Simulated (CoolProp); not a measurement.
The fluid at 303.53 K and 0.692 MPa is throttled through a valve to 0.122 MPa with no heat exchange. The same conditions are run with several fluids, on thermodynamics alone (safety and materials aside).

Model: reference Helmholtz-energy equation of state of each fluid (R22: Kamei 1995; CH2F2 (R32): Tillner-Roth 1997; ethane: Bücker 2006; normal hydrogen: Leachman 2009; CF4 (R14): Platzer 1990), in CoolProp. The equations of Platzer and Polt are older, rougher fits.

| fluid | temperature change (K) | final density (kg/m³) |
|---|---|---|
| R22 | (withheld) | (withheld) |
| CH2F2 (R32) | (withheld) | (withheld) |
| ethane | (withheld) | 1.50 |
| normal hydrogen | (withheld) | (withheld) |
| CF4 (R14) | (withheld) | 4.32 |

### Question
What belongs in the gaps?

### Answer

- R22, temperature change (K): -13.0
- R22, final density (kg/m³): 4.45
- CH2F2 (R32), temperature change (K): -14.6
- CH2F2 (R32), final density (kg/m³): 2.69
- ethane, temperature change (K): -6.2
- normal hydrogen, temperature change (K): +0.2
- normal hydrogen, final density (kg/m³): 0.0973
- CF4 (R14), temperature change (K): -3.0
